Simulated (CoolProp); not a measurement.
Vapour-liquid equilibrium of ethanol (1) + o-xylene (2) at 424 K; x and y are mole fractions of (1).

Values from CoolProp's multi-fluid Helmholtz-energy mixture model, Schroeder 2014 and Zhou 2012; pair parameters Bell 2016.

Question: Give the bubble pressure and the first vapour's composition at x = 0.15, 0.75, 0.85. Is there an azeotrope?

Answer: x = 0.15: 0.4458 MPa, y = 0.739; x = 0.75: 0.8499 MPa, y = 0.914; x = 0.85: 0.9076 MPa, y = 0.943. No azeotrope shows between x = 0.05 and 0.95.

Pair parameters are fitted to limited data, so mixtures are less certain than the pure fluids. With so large a gap from Raoult's law the liquid may split in two, which this calculation doesn't test in full.
